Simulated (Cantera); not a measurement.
What does this Cantera script print?

```python
import numpy as np
import cantera as ct

gas_names = """
    C CH CH2 CH3 CH2OH CH3O CH4 CH3OH CO CO2 COOH C2 C2H CHCO,ketyl C2H2,acetylene C2H2,vinylidene
    CH2CO,ketene C2H3,vinyl CH3CO,acetyl C2H4 C2H4O,ethylen CH3CHO,ethanal CH3COOH (HCOOH)2 C2H5 C2H6
    CH3OCH3 C2H5OH C2O C3 C3H3,propargyl C3H4,allene C3H4,propyne C3H4,cyclo- C3H5,allyl C3H6,propylene
    C3H6,cyclo- C3H6O C3H7,n-propyl C3H7,i-propyl C3H8 C3H8O,1propanol C3H8O,2propanol C3O2 C4 C4H2
    C4H4,1,3-cyclo- C4H6,butadiene C4H6,2-butyne C4H6,cyclo- C4H8,1-butene C4H8,cis2-buten
    C4H8,tr2-butene C4H8,isobutene C4H8,cyclo- (CH3COOH)2 C4H9,n-butyl C4H9,i-butyl C4H9,s-butyl
    C4H9,t-butyl C4H10,isobutane C4H10,n-butane C5 C5H6,1,3cyclo- C5H8,cyclo- C5H10,1-pentene
    C5H10,cyclo- C5H11,pentyl C5H11,t-pentyl C5H12,n-pentane C5H12,i-pentane CH3C(CH3)2CH3 C6H2
    C6H5,phenyl C6H5O,phenoxy C6H6 C6H5OH,phenol C6H10,cyclo- C6H12,1-hexene C6H12,cyclo- C6H13,n-hexyl
    C7H7,benzyl C7H8 C7H8O,cresol C7H14,1-heptene C7H15,n-heptyl C7H16,n-heptane C8H8,styrene
    C8H10,ethylbenz C8H16,1-octene C8H17,n-octyl C8H18,isooctane C8H18,n-octane C9H19,n-nonyl
    C10H8,naphthale C10H21,n-decyl C12H9,o-bipheny C12H10,bipheny Fe FeC5O5 FeO Fe(OH)2 H HCO HO2 H2
    HCHO,formaldehy HCOOH H2O H2O2 O OH O2 O3
""".split()
cond_names = """
    C(gr) C6H6(L) C7H8(L) C8H18(L),n-octa Fe(a) Fe(c) Fe(d) Fe(L) FeC5O5(L) FeO(s) FeO(L) Fe(OH)2(s)
    Fe(OH)3(s) Fe2O3(s) Fe3O4(s) H2O(s) H2O(L)
""".split()


def load(file, names, dense=False):
    # The tables refer to 1 bar. Condensed volumes are neglected.
    table = {s.name: s for s in ct.Species.list_from_file(file)}
    out = []
    for n in names:
        d = dict(table[n].input_data)
        d["thermo"] = dict(d["thermo"], **{"reference-pressure": 1e5})
        if dense:
            d["equation-of-state"] = {"model": "constant-volume", "density": "1e6 g/cm^3"}
        out.append(ct.Species.from_dict(d))
    return out


gas = ct.Solution(thermo="ideal-gas", species=load("nasa_gas.yaml", gas_names))
cond = {s.name: ct.Solution(thermo="fixed-stoichiometry", species=[s], name=s.name)
        for s in load("nasa_condensed.yaml", cond_names, dense=True)}
atoms = {
    'Fe3O4': {'Fe': 3, 'O': 4},
    'CH4': {'C': 1, 'H': 4},
    'H2': {'H': 2},
}
top_T = {'C(gr)': 4500, 'Fe2O3(s)': 1830, 'Fe3O4(s)': 1870}  # K; cautious upper limits of use, not melting points


def equilibrate(T, P, feed):
    n = {}
    for name, mol in feed.items():
        for a, k in atoms[name].items():
            n[a] = n.get(a, 0.0) + k * mol
    gas.TPX = T, P, n
    mass = sum(n.values()) * gas.mean_molecular_weight
    gas.equilibrate("TP")
    valid = [c for c in cond.values() if c.min_temp <= T <= top_T.get(c.name, c.max_temp)]
    mix = ct.Mixture([(gas, mass / gas.mean_molecular_weight)] + [(c, 0.0) for c in valid])
    mix.T, mix.P = T, P
    mix.equilibrate("TP", solver="vcs", rtol=1e-11, max_steps=5000)
    return mix


results = []
feed = {'Fe3O4': 1, 'CH4': 1.4, 'H2': 0.37}  # mol
P = 220  # Pa
for T in [950, 1050, 1150, 1250, 1350, 1450, 1550, 1650, 1750]:
    mix = equilibrate(T, P, feed)
    results.append((T, P, feed, dict(zip(mix.species_names, mix.species_moles))))
    x = sorted(zip(gas.X, gas.species_names), reverse=True)
    print(f"T = {T:g} K  P = {P:g} Pa  gas = {mix.phase_moles(0):.4g} mol")
    print("   x: " + "  ".join(f"{s} {v:.3e}" for v, s in x if v > 0.001))
    print("   condensed (mol): " + ("  ".join(f"{mix.phase(i).name} {mix.phase_moles(i):.4g}"
          for i in range(1, mix.n_phases) if mix.phase_moles(i) > 1e-12) or "none"))
```

Result:

```
T = 950 K  P = 220 Pa  gas = 4.57 mol
   x: H2 5.998e-01  CO 2.393e-01  H2O 9.388e-02  CO2 6.709e-02
   condensed (mol): Fe(a) 1.136  FeO(s) 1.864
T = 1050 K  P = 220 Pa  gas = 4.57 mol
   x: H2 5.774e-01  CO 2.476e-01  H2O 1.162e-01  CO2 5.870e-02
   condensed (mol): Fe(a) 1.199  FeO(s) 1.801
T = 1150 K  P = 220 Pa  gas = 4.57 mol
   x: H2 5.542e-01  CO 2.528e-01  H2O 1.394e-01  CO2 5.351e-02
   condensed (mol): Fe(a) 1.282  FeO(s) 1.718
T = 1250 K  P = 220 Pa  gas = 4.57 mol
   x: H2 5.324e-01  CO 2.567e-01  H2O 1.612e-01  CO2 4.966e-02
   condensed (mol): Fe(c) 1.364  FeO(s) 1.636
T = 1350 K  P = 220 Pa  gas = 4.57 mol
   x: H2 5.131e-01  CO 2.598e-01  H2O 1.806e-01  CO2 4.653e-02
   condensed (mol): Fe(c) 1.438  FeO(s) 1.562
T = 1450 K  P = 220 Pa  gas = 4.57 mol
   x: H2 4.963e-01  CO 2.625e-01  H2O 1.972e-01  CO2 4.384e-02
   condensed (mol): Fe(c) 1.502  FeO(s) 1.498
T = 1550 K  P = 220 Pa  gas = 4.572 mol
   x: H2 4.818e-01  CO 2.647e-01  H2O 2.114e-01  CO2 4.152e-02
   condensed (mol): Fe(c) 1.555  FeO(s) 1.444
T = 1650 K  P = 220 Pa  gas = 4.579 mol
   x: H2 4.686e-01  CO 2.663e-01  H2O 2.231e-01  CO2 3.947e-02  H 1.326e-03  Fe 1.228e-03
   condensed (mol): Fe(c) 1.597  FeO(L) 1.398
T = 1750 K  P = 220 Pa  gas = 4.607 mol
   x: H2 4.694e-01  CO 2.695e-01  H2O 2.169e-01  CO2 3.440e-02  Fe 6.334e-03  H 3.397e-03
   condensed (mol): Fe(d) 1.529  FeO(L) 1.441
```

Equilibrium computed with Cantera from the NASA thermochemical tables; the gas is ideal and each condensed phase is pure. Mutual solubility and eutectic melting of coexisting phases are not modelled. The tables' stoichiometric FeO is somewhat more stable than real wüstite, so its field is too wide. FeO: taken at fixed stoichiometry.
